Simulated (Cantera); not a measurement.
Input: 1 mol SiC, 1.5 mol O2, 380 mol N2, held at 4.73 Torr.

Equilibrium computed with Cantera from the NASA thermochemical tables; the gas is ideal and each condensed phase is pure. Candidate condensed phases: C, Si, SiC, SiO2, Si2N2O, Si3N4; 34 gas species. The tables hold silica as quartz up to 1696 K and as liquid above; real silica turns to tridymite and cristobalite and melts near 1996 K. Equilibrium is a limit: real reactors are often held back by kinetics, nucleation or transport.

**Question.** Which condensed phases are stable at each of these points (T (K)): 1323, 1373, 1423, 1473, 1523, 1573, 1623, 1673, 1723?

**Answer.** 
```json
[
 {"T (K)": "1323", "condensed phases": "SiO2(β-quartz)", "Si condensed (%)": "100.0"},
 {"T (K)": "1373", "condensed phases": "SiO2(β-quartz)", "Si condensed (%)": "99.9"},
 {"T (K)": "1423", "condensed phases": "SiO2(β-quartz)", "Si condensed (%)": "99.8"},
 {"T (K)": "1473", "condensed phases": "SiO2(β-quartz)", "Si condensed (%)": "99.6"},
 {"T (K)": "1523", "condensed phases": "SiO2(β-quartz)", "Si condensed (%)": "99.1"},
 {"T (K)": "1573", "condensed phases": "SiO2(β-quartz)", "Si condensed (%)": "98.4"},
 {"T (K)": "1623", "condensed phases": "SiO2(β-quartz)", "Si condensed (%)": "97.1"},
 {"T (K)": "1673", "condensed phases": "SiO2(β-quartz)", "Si condensed (%)": "94.9"},
 {"T (K)": "1723", "condensed phases": "SiO2(condensed)", "Si condensed (%)": "91.5"}
]
```

From 1323 K to 1673 K the condensed part is SiO2(β-quartz). At 1723 K the condensed part is SiO2(condensed).
